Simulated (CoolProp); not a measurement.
Carbonyl sulfide along the isobar 0.101 MPa: density (kg/m³) from the reference equation and from simpler models built on Tc = 378.8 K, pc = 6.369 MPa, ω = 0.098; each cubic takes its own stable root.

Computed with CoolProp (reference Helmholtz-energy equation of state, Lemmon 2006). It is a short technical equation, of lower accuracy than the large ones.

| T (K) | phase | reference | Soave-Redlich-Kwong | Peng-Robinson |
|---|---|---|---|---|
| 195.2 | liquid | … | 1171 | 1318 |
| 207 | liquid | 1208 | 1148 | … |
| 218.8 | liquid | 1183 | … | 1269 |
| 230.6 | gas | … | 3.235 | … |
| 242.3 | gas | 3.078 | 3.071 | 3.073 |
| 254.1 | gas | 2.926 | 2.921 | 2.924 |
| 265.9 | gas | 2.789 | 2.786 | 2.788 |
| 277.7 | gas | 2.665 | 2.663 | 2.665 |
| 289.5 | gas | 2.552 | 2.551 | 2.553 |
| 301.2 | gas | 2.449 | 2.449 | 2.451 |

**Question.** Some entries are withheld; supply them.

**Answer.** 
- 195.2, reference: 1232
- 207, Peng-Robinson: 1294
- 218.8, Soave-Redlich-Kwong: 1124
- 230.6, reference: 3.247
- 230.6, Peng-Robinson: 3.238
